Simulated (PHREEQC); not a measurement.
Make-up at 45 °C: 0.62 mol/kgw K2CO3 and 4.9 mol/kgw NaCl. Closed to the air; pH follows from the charge balance.

Computed with PHREEQC (Pitzer model, pitzer.dat).

Problem. The ionic strength comes out as 6.75 mol/kgw. What activity coefficients do HCO3-, CO3-2, OH-, K+, Cl- get?

Solution. HCO3- 0.26, CO3-2 0.022, OH- 0.51, K+ 0.82, Cl- 0.65. Single-ion values are on the MacInnes scale.

This is a speciation only: nothing precipitates in the calculation. In brines, pH and single-ion activities rest on the MacInnes convention. Constants without temperature data keep their 25 °C values here.
